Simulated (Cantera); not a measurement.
A perfectly stirred reactor is fed with H₂ : O₂ : N₂ = 1 : 0.877 : 6.58 (molar parts), equivalence ratio 0.57, at 473 Torr; it is adiabatic with a 373 K inlet, and is followed from long to short residence time, starting on the burning branch (τ in s: 0.14, 0.062, 0.027, 0.012, 0.0052, 0.0023, 0.00098, 0.00043, 0.00019, 8.2e-05, 3.6e-05, 1.6e-05, 6.8e-06).

Cantera simulation using the H2/O2 subset of GRI-Mech 3.0, which has no nitrogen chemistry; the numbers are that mechanism's predictions, not measurements.

What does this change do: inlet temperature 373 to 598 K?


```
quantity                                                                        before                                after
------------------------------------------------  ------------------------------------  -----------------------------------
blow-out, bracketed by the residence times tried  burning at 0.430 ms, out at 0.190 ms  burning at 0.190 ms, out at 82.0 µs
x(H₂) at τ = 0.140 s                                                          0.000277                             0.000242
x(O₂) at τ = 0.140 s                                                            0.0474                               0.0472
x(OH) at τ = 0.140 s                                                          0.000353                             0.000742
x(HO₂) at τ = 0.140 s                                                          5.86e-6                              2.82e-6
x(H₂O) at τ = 0.140 s                                                            0.125                                0.125
x(H₂) at τ = 0.980 ms                                                          0.00767                              0.00540
x(O₂) at τ = 0.980 ms                                                           0.0505                               0.0487
x(OH) at τ = 0.980 ms                                                          0.00128                              0.00267
x(HO₂) at τ = 0.980 ms                                                         2.57e-5                              1.70e-5
x(H₂O) at τ = 0.980 ms                                                           0.115                                0.116
```
